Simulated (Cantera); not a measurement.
A perfectly stirred reactor is fed with NH3 : N2 = 1 : 3.5 (molar parts), at 0.200 bar; it is held at 2325 K, and followed from long to short residence time.

Model: the gas-phase N/H chemistry of the illustrative SiF4/NH3 mechanism in the Surface Chemkin manual (1991), integrated in Cantera. Walls and surfaces, which speed up NH3 decomposition in real reactors, are not modelled.

One state of this run: x NH3 = 0.201; x N2H4 = 4.33e-8; x NH2 = 0.00211; x N2 = 0.773; x NH = 5.00e-5; x N = 2.16e-6. x: mole fraction; the columns are a selection and need not sum to one.

Task: Which value of τ (s) does it belong to?
A. 0.00092
B. 0.0099
C. 1.2
D. 0.35

Result: A, 0.00092
